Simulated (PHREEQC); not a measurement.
A solution holds 0.0024 mol ZnCl2, 0.00024 mol H3BO3 and 5.4e-05 mol MnSO4 per kg of water, at 25 °C. Closed to the air; pH follows from the charge balance.

Equilibrium calculation in PHREEQC: ion-association model, phreeqc.dat.

This is a speciation only: nothing precipitates in the calculation.

### Question
Predict the pH, specific conductance.

### Answer
pH 5.83; specific conductance 578 µS/cm.

### Question
In which forms is Mn present?

### Answer
Mn+2 98 %, MnCl+ 1.4 % of the Mn.

Complexes and solids missing from the database can't appear.
